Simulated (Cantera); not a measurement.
A Cantera script and what it prints.

```python
import numpy as np
import cantera as ct

gas_names = """
    CL CL2 H HCL H2 N NH NH2 NH3 N2 N2H2 N2H4 Si SiCL SiCL2 SiCL3 SiCL4 SiH SiHCL3 SiH2 SiH2CL2 SiH3
    SiH3CL SiH4 SiN Si2 Si2N Si3
""".split()
cond_names = """
    NH4CL(a) NH4CL(b) Si(cr) Si(L) Si3N4(a)
""".split()


# ... load() reads the species with a 1 bar reference pressure and builds the phases ...
atoms = {
    'SiHCl3': {'Si': 1, 'H': 1, 'CL': 3},
    'NH3': {'N': 1, 'H': 3},
    'N2': {'N': 2},
}
top_T = {'Si3N4(a)': 2400}  # K; cautious upper limits of use, not melting points


# ... equilibrate(T, P, feed) seeds the gas with the atoms and calls Mixture.equilibrate('TP', solver="vcs", rtol=1e-11, max_steps=5000) ...
results = []
feed = {'SiHCl3': 1, 'NH3': 0.12, 'N2': 2.5}  # mol
P = 1333.22  # Pa
for T in [1848, 1898, 1948, 1998, 2048, 2098, 2148]:
    mix = equilibrate(T, P, feed)
    results.append((T, P, feed, dict(zip(mix.species_names, mix.species_moles))))

top = {s: max(r[3][s] / sum(r[3][g] for g in gas_names) for r in results) for s in gas_names}
cols = sorted((s for s in top if top[s] > 0.0001), key=lambda s: -top[s])[:8]
seen = [c for c in cond_names if any(r[3].get(c, 0) > 1e-12 for r in results)]
print("log10 of partial pressures in bar; condensed amounts in mol")
print(f"{'T/K':>10s}" + "".join(f"{s[:9]:>10s}" for s in cols + seen))
for T, P, feed, n in results:
    ng = sum(n[g] for g in gas_names)
    print(f"{T:10.4g}" + "".join(f"{np.log10(max(n[s] / ng * P / 1e5, 1e-99)):10.3f}" for s in cols)
          + "".join(f"{n.get(c, 0):10.4g}" for c in seen))
```

Result:

```
log10 of partial pressures in bar; condensed amounts in mol
       T/K        N2     SiCL2       HCL        H2        CL     SiCL3         H      SiCL
      1848    -2.141    -2.571    -2.578    -3.230    -4.357    -3.919    -4.890    -5.455
      1898    -2.142    -2.568    -2.577    -3.236    -4.188    -4.001    -4.725    -5.255
      1948    -2.143    -2.567    -2.579    -3.239    -4.031    -4.083    -4.567    -5.063
      1998    -2.145    -2.567    -2.582    -3.240    -3.885    -4.164    -4.415    -4.879
      2048    -2.146    -2.568    -2.587    -3.239    -3.748    -4.246    -4.270    -4.703
      2098    -2.148    -2.571    -2.594    -3.238    -3.620    -4.327    -4.131    -4.534
      2148    -2.150    -2.576    -2.602    -3.238    -3.498    -4.407    -3.999    -4.375
```

These are equilibrium values from Cantera (NASA tables, ideal gas, pure condensed phases), not measurements of a reactor. The tables' values for SiCl3, SiCl, SiN are old estimates; treat these amounts as uncertain.
